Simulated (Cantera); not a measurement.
Mixture: CH₄ : O₂ : N₂ = 1 : 3.28 : 12.3 (molar parts), at 33.0 bar, adiabatic and at constant pressure. Ignition delay is the time to a rise of 400 K.

Computed with Cantera and GRI-Mech 3.0 (53 species, 325 reactions). The pressure lies above the range GRI-Mech 3.0 was tuned for (to about 10 atm).

Problem. What does this change do: CH4 1 to 1.6 parts?

Solution. 
```tsv
quantity	before	after
delay at 1273 K	0.475 ms	0.539 ms
delay at 1373 K	0.170 ms	0.194 ms
delay at 1473 K	68.1 µs	77.5 µs
delay at 1573 K	29.8 µs	33.3 µs
delay at 1673 K	14.0 µs	15.2 µs
apparent activation energy between 1623 and 1723 K	170 kJ/mol	170 kJ/mol
```

Problem. What does this change do: pressure from 33.0 bar to 1.01 bar?

Solution. 
| quantity | before | after |
|---|---|---|
| delay at 1273 K | 0.475 ms | 12.8 ms |
| delay at 1373 K | 0.170 ms | 3.70 ms |
| delay at 1473 K | 68.1 µs | 1.26 ms |
| delay at 1573 K | 29.8 µs | 0.512 ms |
| delay at 1673 K | 14.0 µs | 0.240 ms |
| apparent activation energy between 1623 and 1723 K | 170 kJ/mol | 160 kJ/mol |
